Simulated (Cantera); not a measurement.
A closed system holds: 1 mol MgO, 0.13 mol HI, 0.012 mol O2, equilibrated at 1025 K and 0.630 bar.

Equilibrium computed with Cantera from the NASA thermochemical tables; the gas is ideal and each condensed phase is pure. Candidate condensed phases: H2O, I2, Mg, MgI2, MgO, Mg(OH)2; 20 gas species. Kinetics and transport are ignored.

Base state: HI 0.523, I2 0.208, H2O 0.181, H2 0.0473, I 0.0400, MgI2 9.27e-5 (mole fractions); condensed: MgO(s).

**Question.** What changes in the equilibrium state with this change: pressure from 0.630 bar to 10.0 mbar?

**Answer.** 
```json
[
 {"species": "HI", "before": "0.523", "after": "0.434"},
 {"species": "I", "before": "0.0400", "after": "0.231"},
 {"species": "H2O", "before": "0.181", "after": "0.163"},
 {"species": "I2", "before": "0.208", "after": "0.110"},
 {"species": "H2", "before": "0.0473", "after": "0.0617"},
 {"species": "MgI2", "before": "9.27e-5", "after": "7.08e-5"},
 {"species": "MgO(s), mol", "before": "1.000", "after": "1.000"}
]
```

**Question.** What changes in the equilibrium state with this change: temperature from 1025 K to 1100 K?

**Answer.** 
```tsv
species	before	after
HI	0.523	0.503
I2	0.208	0.194
H2O	0.181	0.178
I	0.0400	0.0716
H2	0.0473	0.0522
MgI2	9.27e-5	0.000264
MgO(s), mol	1.000	1.000
```

**Question.** What changes in the equilibrium state with this change: pressure from 0.630 bar to 9.70 bar?

**Answer.** 
| species | before | after |
|---|---|---|
| HI | 0.523 | 0.535 |
| I2 | 0.208 | 0.224 |
| H2O | 0.181 | 0.184 |
| I | 0.0400 | 0.0106 |
| H2 | 0.0473 | 0.0459 |
| MgI2 | 9.27e-5 | 9.56e-5 |
| MgO(s), mol | 1.000 | 1.000 |
